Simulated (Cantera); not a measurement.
Input: 1 mol Si₃N₄, 1.7 mol HF, 8.6 mol N₂, 9.2 mol HCl, held at 0.133 bar.

Cantera equilibrium calculation (NASA polynomials, part measured and part estimated; ideal gas, pure solids and liquids). Candidate condensed phases: NH₄Cl, Si, Si₃N₄; 49 gas species. Equilibrium is a limit: real reactors are often held back by kinetics, nucleation or transport.

What share of the Si ends up in condensed phases as a function of T (K), at 798, 898, 998, 1098, 1198, 1298, 1398, 1498, 1598, 1698, 1798, 1898, 1998?


| T (K) | Si condensed (%) | as |
|---|---|---|
| 798 | 45.4 | Si₃N₄(s) |
| 898 | 48.9 | Si₃N₄(s) |
| 998 | 51.6 | Si₃N₄(s) |
| 1098 | 53.7 | Si₃N₄(s) |
| 1198 | 55.3 | Si₃N₄(s) |
| 1298 | 56.0 | Si₃N₄(s) |
| 1398 | 54.9 | Si₃N₄(s) |
| 1498 | 49.0 | Si₃N₄(s) |
| 1598 | 34.3 | Si₃N₄(s) |
| 1698 | 12.6 | Si₃N₄(s) |
| 1798 | 0.0 | - |
| 1898 | 0.0 | - |
| 1998 | 0.0 | - |
